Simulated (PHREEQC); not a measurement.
Na2SO4 is added in steps, without added water, to 1 kg of water holding 0.018 mol/kgw HNO3 and 4.1e-05 mol/kgw CaCl2, at 25 °C. Oxygen is held at 0.21 atm. No CO2 enters from the air. Solids allowed: Gypsum, Portlandite, Halite, Mirabilite. Others were left out.

Base run: PHREEQC, ion-association model, wateq4f.dat. Each further column changes one thing. The table gives CaSO4 (mol/kgw).

```
Na2SO4 added (mol)     base  database phreeqc.dat  Davies equation for every ion  Debye-Hückel limiting law  all activity coefficients set to 1
------------------  -------  --------------------  -----------------------------  -------------------------  ----------------------------------
0                         0                     0                              0                          0                                   0
0.003375            3.95e-6               3.56e-6                        3.87e-6                    3.18e-6                             8.29e-6
0.00675             6.76e-6               6.14e-6                        6.60e-6                    5.18e-6                             1.41e-5
0.008438            7.89e-6               7.18e-6                        7.69e-6                    5.89e-6                             1.64e-5
0.01181             9.75e-6               8.92e-6                        9.48e-6                    6.92e-6                             2.01e-5
0.01519             1.12e-5               1.03e-5                        1.09e-5                    7.56e-6                             2.29e-5
0.01856             1.24e-5               1.14e-5                        1.21e-5                    7.95e-6                             2.51e-5
0.02025             1.29e-5               1.19e-5                        1.26e-5                    8.08e-6                             2.60e-5
0.02363             1.38e-5               1.28e-5                        1.34e-5                    8.21e-6                             2.76e-5
0.027               1.46e-5               1.35e-5                        1.42e-5                    8.24e-6                             2.89e-5
```

 phreeqc.dat and wateq4f.dat share most of their constants, so their agreement is no independent check. Solids allowed in the column 'database phreeqc.dat': Anhydrite, Halite.
